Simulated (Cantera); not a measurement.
Feed: 1 mol Si2Cl6, 0.038 mol Cl2, 220 mol H2, at 1048.15 K and 13.3 mbar.

These are equilibrium values from Cantera (NASA tables, ideal gas, pure condensed phases), not measurements of a reactor. Candidate condensed phases: Si; 19 gas species. The feed counts by its element totals alone. The tables' values for SiCl3 are old estimates; treat these amounts as uncertain. Rates play no part.

Base state: H2 0.979, HCl 0.0177, SiCl4 0.00135, SiHCl3 0.000762, SiCl2 0.000597, SiCl3 0.000209, SiH2Cl2 4.91e-5 (mole fractions); condensed: Si(s).

Q: What changes in the equilibrium state with this change: pressure from 13.3 mbar to 95.0 mbar?

A: 
```tsv
species	before	after
H2	0.979	0.983
HCl	0.0177	0.0122
SiCl4	0.00135	0.00212
SiHCl3	0.000762	0.00176
SiH2Cl2	4.91e-5	0.000165
SiCl2	0.000597	0.000280
SiCl3	0.000209	0.000180
Si(s), mol	1.34	0.999
```
